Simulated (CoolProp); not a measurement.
Carbonyl sulfide along the isobar 7120 kPa: density (kg/m³) from the reference equation and from simpler models built on Tc = 105.6 °C, pc = 6369 kPa, ω = 0.098; each cubic takes its own stable root.

Model: reference Helmholtz-energy equation of state, Lemmon 2006, in CoolProp. It is a short technical equation, of lower accuracy than the large ones.

```csv
T (°C),phase,reference
-8.25,liquid,1095
2.75,liquid,1069
13.85,liquid,1042
24.95,liquid,1013
35.95,liquid,982.5
47.05,liquid,949.4
58.05,liquid,913.5
69.15,liquid,872.9
80.25,liquid,825.8
91.25,liquid,768.2
102.35,liquid,684.8
113.45,supercritical,386.1
124.45,supercritical,245.3
135.55,supercritical,207.7
146.55,supercritical,186.0
```

Q: How far does each simpler model (van der Waals, Redlich-Kwong, Soave-Redlich-Kwong, Peng-Robinson) lie from the reference over these 15 states: mean and median of the absolute difference, and the worst?

A: 
- van der Waals: mean 24.8 %, median 33.3 %, worst -34.4 % at -8.25 °C and 7120 kPa
- Redlich-Kwong: mean 7.6 %, median 7.5 %, worst -16.7 % at 102.35 °C and 7120 kPa
- Soave-Redlich-Kwong: mean 7.5 %, median 7.1 %, worst -16.4 % at 102.35 °C and 7120 kPa
- Peng-Robinson: mean 4.1 %, median 3.1 %, worst -7.3 % at 102.35 °C and 7120 kPa
